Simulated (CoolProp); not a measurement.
500 sccm (0 °C, 1 atm) of nitrogen bubbles through liquid octamethyltrisiloxane (MDM) at 298.6 K and leaves saturated at a total pressure of 0.0104 MPa (ideal gas phase). Each further row changes one setting.

Model: reference Helmholtz-energy equation of state, Thol 2017, in CoolProp.

```csv
case,vapour pressure (kPa),mole fraction of vapour,delivery (mg/min),delivery (sccm),change of delivery for a bath 1 K warmer (%)
as stated,0.514,0.0494,274,[?],[?]
bath temperature 303.6 K,0.708,0.0680,[?],[?],6.9
total pressure 0.0208 MPa,0.514,[?],134,12.7,6.9
```

Question: What belongs in the gaps?

Answer: 
- as stated, delivery (sccm): 26.0
- as stated, change of delivery for a bath 1 K warmer (%): 7.1
- bath temperature 303.6 K, delivery (mg/min): 385
- bath temperature 303.6 K, delivery (sccm): 36.5
- total pressure 0.0208 MPa, mole fraction of vapour: 0.0247
